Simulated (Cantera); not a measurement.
An adiabatic, constant-volume homogeneous reactor starts with C₃H₈ : O₂ : N₂ = 1 : 10.6 : 40 (molar parts), equivalence ratio 0.47, at 1775 K and 5.72 atm. Integrator tolerance rtol = 1e-08.

Model: GRI-Mech 3.0 (53 species, 325 reactions), integrated in Cantera. GRI-Mech 3.0 was tuned for natural gas; its chemistry of propane as a main component is partial and can be far from experiment.

| quantity | before | after |
|---|---|---|
| time of steepest temperature rise | 3.34 µs | 32.4 µs |
| temperature at 0.200 s | 2789 K | 2612 K |
| equilibrium temperature | 2789 K | 2612 K |
| x(C₃H₈) at 0.200 s | <1e-12 (gas-phase equilibrium <1e-12) | <1e-12 (gas-phase equilibrium <1e-12) |
| x(O₂) at 0.200 s | 0.0927 (gas-phase equilibrium 0.0927) | 0.0957 (gas-phase equilibrium 0.0957) |
| x(CH₂) at 0.200 s | <1e-12 (gas-phase equilibrium <1e-12) | <1e-12 (gas-phase equilibrium <1e-12) |
| x(CO) at 0.200 s | 0.00761 (gas-phase equilibrium 0.00761) | 0.00347 (gas-phase equilibrium 0.00347) |
| x(H₂O) at 0.200 s | 0.0670 (gas-phase equilibrium 0.0670) | 0.0708 (gas-phase equilibrium 0.0708) |

Q: Which change was made?
(A) pressure from 5.72 atm to 6.22 atm
(B) pressure from 5.72 atm to 26.6 atm
(C) initial temperature 1775 to 1198 K
(D) initial temperature 1775 to 1475 K

A: D, initial temperature 1775 to 1475 K
